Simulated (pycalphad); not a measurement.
**Effect of Si content in Al-Si-Fe**

Computed with pycalphad from the COST 507 light-alloy database (1999), at 1 atm. The database dates from 1999; later assessments differ in places, in temperatures and in the compounds included. Amounts are mole fractions of atoms.

```csv
alloy,liquidus (°C),first solid,solidus (°C),phases at 627 °C
Al-0.22Si-0.38Fe (at.%),656,fcc,641,"fcc 0.98, AL13FE4 0.02"
Al-0.43Si-0.38Fe (at.%),655,fcc,635,"fcc 0.98, ALFESI_ALPHA 0.01, AL13FE4 0.01"
Al-0.86Si-0.38Fe (at.%),653,fcc,621,"fcc 0.91, liquid 0.07, ALFESI_ALPHA 0.02"
Al-1.29Si-0.38Fe (at.%),650,fcc,603,"fcc 0.80, liquid 0.19, ALFESI_ALPHA 0.01"
Al-1.72Si-0.38Fe (at.%),647,fcc,581,"fcc 0.69, liquid 0.30, ALFESI_ALPHA 0.01"
```

Database names, with the compositions (at.%) that they take in these runs: AL13FE4: Al 76 Fe 24; ALFESI_ALPHA: Al 71-74 Fe 19 Si 7-10.
